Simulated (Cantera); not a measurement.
Feed: 1 mol CuO, 6.2 mol C, 0.6 mol N2, held at 0.000440 bar.

Method: chemical equilibrium by Gibbs-energy minimisation in Cantera with the NASA 1993 tables (ideal gas, pure condensed phases). Candidate condensed phases: C, Cu, CuO, Cu2O; 27 gas species. Equilibrium is a limit: real reactors are often held back by kinetics, nucleation or transport.

x: gas mole fraction; n: condensed amount in mol.

```
T (K)   x CO      x Cu   x N2     x CO2     x Cu2  n C(graphite)  n Cu(s)  n Cu(l)
-----  -----  --------  -----  --------  --------  -------------  -------  -------
925    0.624   1.37e-9  0.375  0.000516    <1e-12           5.20     1.00        0
1025   0.625       ___  0.375       ___    <1e-12           5.20     1.00        0
1125   0.625   3.03e-6  0.375   1.00e-5  3.41e-11           5.20    1.000        0
1225   0.625   5.50e-5  0.375   2.30e-6   2.07e-9           5.20    1.000        0
1325   0.625  0.000638  0.375   6.63e-7   6.66e-8           5.20    0.999        0
1425   0.622   0.00494  0.373   2.27e-7   1.16e-6           5.20        0    0.992
1525   0.607       ___  0.364       ___       ___           5.20        0    0.953
1625   0.544     0.130  0.326   3.13e-8  0.000107           5.20        0    0.761
1725   0.385     0.384  0.231   7.78e-9  0.000405           5.20        0        0
1825   0.385     0.384  0.231   4.19e-9  0.000192           5.20        0        0
1925   0.385     0.384  0.231   2.42e-9   9.87e-5           5.20        0        0
2025   0.385     0.385  0.231   1.48e-9   5.40e-5           5.20        0        0
```

**Question.** Some entries are withheld; supply them.

**Answer.** 
- 1025, x Cu: 9.43e-8
- 1025, x CO2: 5.91e-5
- 1525, x Cu: 0.0283
- 1525, x CO2: 8.67e-8
- 1525, x Cu2: 1.30e-5
